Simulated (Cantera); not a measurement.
A counterflow diffusion flame at 1.00 bar, nozzles 20 mm apart: fuel side CH3OH : N2 = 1 : 0.25 (molar parts) at 373 K, oxidiser side O2 : N2 = 0.22 : 0.78 (molar parts) at 375 K, fuel mass flux 0.92 times the oxidiser's; mixture-averaged transport, no radiation.

Model: GRI-Mech 3.0 (53 species, 325 reactions), integrated in Cantera. GRI-Mech 3.0 was tuned for natural gas; its chemistry of methanol as a main component is partial and can be far from experiment. GRI-Mech 3.0 has no aromatics or soot, which form on the fuel side of real flames. The maximum strain rate includes the flame's own expansion and is several times the mean.

x: mole fraction; the columns are a selection and need not sum to one.

| oxidiser flux (kg/m²/s) | max strain (1/s) | mean strain (1/s) | T max (K) | peak x OH | peak x H | peak x NO | peak x CO | peak x C2H2 |
|---|---|---|---|---|---|---|---|---|
| 0.25 | 141 | 24.9 | 2078 | 0.00906 | 0.00588 | (withheld) | 0.160 | 9.92e-5 |
| 0.36 | 194 | 35.9 | 2043 | 0.00923 | 0.00660 | (withheld) | 0.158 | 0.000126 |
| 0.52 | 268 | 51.8 | 2005 | 0.00932 | 0.00735 | (withheld) | 0.156 | 0.000158 |
| 0.75 | 372 | 74.7 | 1962 | 0.00926 | 0.00808 | (withheld) | 0.154 | 0.000194 |
| 1.1 | 528 | 110 | 1917 | 0.00916 | 0.00883 | (withheld) | 0.151 | 0.000234 |
| 1.6 | 749 | 159 | 1877 | 0.00903 | 0.00957 | (withheld) | 0.148 | 0.000272 |
| 2.2 | 1010 | 219 | 1840 | 0.00880 | 0.0101 | (withheld) | 0.146 | 0.000296 |

Some entries are withheld; supply them.


- 0.25, peak x NO: 7.25e-5
- 0.36, peak x NO: 5.80e-5
- 0.52, peak x NO: 4.71e-5
- 0.75, peak x NO: 3.90e-5
- 1.1, peak x NO: 3.28e-5
- 1.6, peak x NO: 2.83e-5
- 2.2, peak x NO: 2.46e-5
